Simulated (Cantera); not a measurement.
**C2H2 + H2 (carbon deposition, reforming and gasification)**

Input: 1 mol C2H2, 1.7 mol H2, at 1048 K and 720 Pa.

These are equilibrium values from Cantera (NASA tables, ideal gas, pure condensed phases), not measurements of a reactor. Candidate condensed phases: C, C6H6, C7H8, C8H18; 76 gas species. Equilibrium is a limit: real reactors are often held back by kinetics, nucleation or transport.

```yaml
x(H2): 1.000
x(CH4): 0.000420
n(C(graphite)): 2.00 mol
gas_amount: 2.699 mol
```
